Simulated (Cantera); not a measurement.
A closed system holds: 1 mol C6H6, 7.8 mol H2, at 1050 K and 54.0 mbar.

Cantera equilibrium calculation (NASA polynomials, part measured and part estimated; ideal gas, pure solids and liquids). Candidate condensed phases: C, C6H6, C7H8, C8H18; 76 gas species. Rates play no part.

Base state: H2 0.997, CH4 0.00307 (mole fractions); condensed: C(graphite).

### Question
What changes in the equilibrium state with this change: temperature from 1050 K to 1400 K?

### Answer
| species | before | after |
|---|---|---|
| H2 | 0.997 | 1.000 |
| CH4 | 0.00307 | 0.000233 |
| H | 3.48e-8 | 2.09e-5 |
| C(graphite), mol | 5.97 | 6.00 |
